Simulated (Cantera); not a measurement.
What does this Cantera script print?

```python
import numpy as np
import cantera as ct

gas_names = """
    C CH CH2 CH3 CH2OH CH3O CH4 CH3OH CO CO2 COOH C2 C2H CHCO,ketyl C2H2,acetylene C2H2,vinylidene
    CH2CO,ketene C2H3,vinyl CH3CO,acetyl C2H4 C2H4O,ethylen CH3CHO,ethanal CH3COOH (HCOOH)2 C2H5 C2H6
    CH3OCH3 C2H5OH C2O C3 C3H3,propargyl C3H4,allene C3H4,propyne C3H4,cyclo- C3H5,allyl C3H6,propylene
    C3H6,cyclo- C3H6O C3H7,n-propyl C3H7,i-propyl C3H8 C3H8O,1propanol C3H8O,2propanol C3O2 C4 C4H2
    C4H4,1,3-cyclo- C4H6,butadiene C4H6,2-butyne C4H6,cyclo- C4H8,1-butene C4H8,cis2-buten
    C4H8,tr2-butene C4H8,isobutene C4H8,cyclo- (CH3COOH)2 C4H9,n-butyl C4H9,i-butyl C4H9,s-butyl
    C4H9,t-butyl C4H10,isobutane C4H10,n-butane C5 C5H6,1,3cyclo- C5H8,cyclo- C5H10,1-pentene
    C5H10,cyclo- C5H11,pentyl C5H11,t-pentyl C5H12,n-pentane C5H12,i-pentane CH3C(CH3)2CH3 C6H2
    C6H5,phenyl C6H5O,phenoxy C6H6 C6H5OH,phenol C6H10,cyclo- C6H12,1-hexene C6H12,cyclo- C6H13,n-hexyl
    C7H7,benzyl C7H8 C7H8O,cresol C7H14,1-heptene C7H15,n-heptyl C7H16,n-heptane C8H8,styrene
    C8H10,ethylbenz C8H16,1-octene C8H17,n-octyl C8H18,isooctane C8H18,n-octane C9H19,n-nonyl
    C10H8,naphthale C10H21,n-decyl C12H9,o-bipheny C12H10,bipheny H HCO HO2 H2 HCHO,formaldehy HCOOH H2O
    H2O2 O OH O2 O3 Ti TiO TiO2
""".split()
cond_names = """
    C(gr) C6H6(L) C7H8(L) C8H18(L),n-octa H2O(s) H2O(L) Ti(a) Ti(b) Ti(L) TiC(s) TiC(L) TiO(a) TiO(b)
    TiO(L) TiO2(ru) TiO2(L) Ti2O3(a) Ti2O3(b) Ti2O3(L) Ti3O5(a) Ti3O5(b) Ti3O5(L) Ti4O7(s) Ti4O7(L)
""".split()


def load(file, names, dense=False):
    # The tables refer to 1 bar. Condensed volumes are neglected.
    table = {s.name: s for s in ct.Species.list_from_file(file)}
    out = []
    for n in names:
        d = dict(table[n].input_data)
        d["thermo"] = dict(d["thermo"], **{"reference-pressure": 1e5})
        if dense:
            d["equation-of-state"] = {"model": "constant-volume", "density": "1e6 g/cm^3"}
        out.append(ct.Species.from_dict(d))
    return out


gas = ct.Solution(thermo="ideal-gas", species=load("nasa_gas.yaml", gas_names))
cond = {s.name: ct.Solution(thermo="fixed-stoichiometry", species=[s], name=s.name)
        for s in load("nasa_condensed.yaml", cond_names, dense=True)}
atoms = {
    'TiO2': {'Ti': 1, 'O': 2},
    'CH4': {'C': 1, 'H': 4},
    'CO': {'C': 1, 'O': 1},
}
top_T = {'C(gr)': 4500}  # K; cautious upper limits of use, not melting points


def equilibrate(T, P, feed):
    n = {}
    for name, mol in feed.items():
        for a, k in atoms[name].items():
            n[a] = n.get(a, 0.0) + k * mol
    gas.TPX = T, P, n
    mass = sum(n.values()) * gas.mean_molecular_weight
    gas.equilibrate("TP")
    valid = [c for c in cond.values() if c.min_temp <= T <= top_T.get(c.name, c.max_temp)]
    mix = ct.Mixture([(gas, mass / gas.mean_molecular_weight)] + [(c, 0.0) for c in valid])
    mix.T, mix.P = T, P
    mix.equilibrate("TP", solver="vcs", rtol=1e-11, max_steps=5000)
    return mix


results = []
feed = {'TiO2': 1, 'CH4': 0.58, 'CO': 1.2}  # mol
P = 1000  # Pa
for T in [1098, 1198, 1298, 1398, 1498, 1598, 1698, 1798, 1898, 1998]:
    mix = equilibrate(T, P, feed)
    results.append((T, P, feed, dict(zip(mix.species_names, mix.species_moles))))

top = {s: max(r[3][s] / sum(r[3][g] for g in gas_names) for r in results) for s in gas_names}
cols = sorted((s for s in top if top[s] > 1e-05), key=lambda s: -top[s])[:9]
seen = [c for c in cond_names if any(r[3].get(c, 0) > 1e-12 for r in results)]
print("log10 of partial pressures in bar; condensed amounts in mol")
print(f"{'T/K':>10s}" + "".join(f"{s[:9]:>10s}" for s in cols + seen))
for T, P, feed, n in results:
    ng = sum(n[g] for g in gas_names)
    print(f"{T:10.4g}" + "".join(f"{np.log10(max(n[s] / ng * P / 1e5, 1e-99)):10.3f}" for s in cols)
          + "".join(f"{n.get(c, 0):10.4g}" for c in seen))
```

It prints:

```
log10 of partial pressures in bar; condensed amounts in mol
       T/K        CO        H2         H       CO2       H2O       CH4       TiO     C(gr)    TiC(s)    TiO(b)  TiO2(ru)  Ti2O3(b)  Ti3O5(b)
      1098    -2.294    -2.309    -8.761    -5.628    -5.639    -6.054   -20.822    0.5809         0         0         1         0         0
      1198    -2.245    -2.366    -7.904    -6.201    -6.187    -6.527   -17.624    0.2469         0         0         0         0    0.3333
      1298    -2.221    -2.399    -7.170    -6.575    -6.509    -7.040   -15.128         0   0.03206         0         0     0.484         0
      1398    -2.221    -2.399    -6.525    -6.607    -6.451    -7.750   -13.246         0   0.03207         0         0     0.484         0
      1498    -2.221    -2.399    -5.964    -6.635    -6.402    -8.361   -11.621         0   0.03207         0         0     0.484         0
      1598    -2.221    -2.399    -5.474    -6.660    -6.361    -8.894   -10.206         0   0.03208         0         0     0.484         0
      1698    -2.221    -2.400    -5.040    -6.681    -6.327    -9.362    -8.962         0   0.03208         0         0     0.484         0
      1798    -2.222    -2.401    -4.654    -6.700    -6.299    -9.777    -7.861         0   0.03208         0         0     0.484         0
      1898    -2.219    -2.408    -4.311    -6.618    -6.184   -10.251    -6.928         0         0    0.1605         0    0.4197         0
      1998    -2.220    -2.412    -4.001    -6.403    -5.934   -10.819    -6.165         0         0    0.1607         0    0.4195         0
```

These are equilibrium values from Cantera (NASA tables, ideal gas, pure condensed phases), not measurements of a reactor. Mutual solubility and eutectic melting of coexisting phases are not modelled. TiC, TiO: taken at fixed stoichiometry. Condensed phases not in the tables: Magnéli phases beyond Ti4O7, solid solutions among these carbides, nitrides and lower oxides.
